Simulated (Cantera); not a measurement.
## Adiabatic ignition

An adiabatic, constant-pressure homogeneous reactor starts with CH4 : H2 : O2 : N2 = 1 : 0.2 : 4.88 : 18.4 (molar parts), equivalence ratio 0.43, at 1075 K and 4.93 atm.

Detailed kinetics in Cantera: GRI-Mech 3.0 (53 species, 325 reactions).

```tsv
t (s)	T (K)	x CH4	x H2	x O2	x O	x C2H2	x H2O2
1.00e-6	1075	0.0408	0.00817	0.199	3.80e-12	<1e-12	<1e-12
2.90e-6	1075	0.0408	0.00817	0.199	6.02e-12	<1e-12	<1e-12
8.42e-6	1075	0.0408	0.00817	0.199	7.46e-12	<1e-12	3.10e-12
2.44e-5	1075	0.0408	0.00817	0.199	1.12e-11	<1e-12	2.66e-11
7.09e-5	1075	0.0408	0.00817	0.199	2.20e-11	<1e-12	2.32e-10
0.000206	1075	0.0408	0.00817	0.199	5.25e-11	<1e-12	2.12e-9
0.000597	1075	0.0408	0.00817	0.199	1.63e-10	<1e-12	2.11e-8
0.00173	1075	0.0408	0.00817	0.199	2.19e-9	<1e-12	3.79e-7
0.00503	1093	0.0389	0.00784	0.197	1.46e-7	1.30e-8	5.97e-5
0.0146	2009	<1e-12	3.69e-5	0.114	0.000108	<1e-12	1.29e-7
0.0423	2008	<1e-12	3.68e-5	0.114	0.000108	<1e-12	1.29e-7
0.123	2008	<1e-12	3.66e-5	0.113	0.000108	<1e-12	1.29e-7
0.356	2006	<1e-12	3.62e-5	0.113	0.000106	<1e-12	1.28e-7
1.03	2002	<1e-12	3.52e-5	0.112	0.000102	<1e-12	1.25e-7
3.00	1997	<1e-12	3.42e-5	0.111	9.83e-5	<1e-12	1.23e-7
```
x: mole fraction; the columns are a selection and need not sum to one.

- time of steepest temperature rise = 6.53 ms
- temperature at 3.00 s = 1997 K
- equilibrium temperature = 1996 K
- x(CH4) at 3.00 s = <1e-12 (gas-phase equilibrium <1e-12)
- x(H2) at 3.00 s = 3.42e-5 (gas-phase equilibrium 3.40e-5)
- x(O2) at 3.00 s = 0.111 (gas-phase equilibrium 0.111)
